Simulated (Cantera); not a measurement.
Charge: 1 mol SiO2, 0.31 mol C, 0.81 mol CO, 0.39 mol CH4, held at 0.0500 bar.

Cantera equilibrium calculation (NASA polynomials, part measured and part estimated; ideal gas, pure solids and liquids). Candidate condensed phases: C, C6H6, C7H8, C8H18, H2O, Si, SiC, SiO2; 123 gas species. Mutual solubility and eutectic melting of coexisting phases are not modelled. The tables hold silica as quartz up to 1696 K and as liquid above; real silica turns to tridymite and cristobalite and melts near 1996 K. Equilibrium is a limit: real reactors are often held back by kinetics, nucleation or transport.

Task: At 1700 K, list the 5 most abundant gas species with their mole fractions, and the condensed phases.

Result: CO 0.585, H2 0.343, SiO 0.0716, H 0.000386, H2O 2.65e-5. Condensed: SiC(s) + SiO2(condensed).
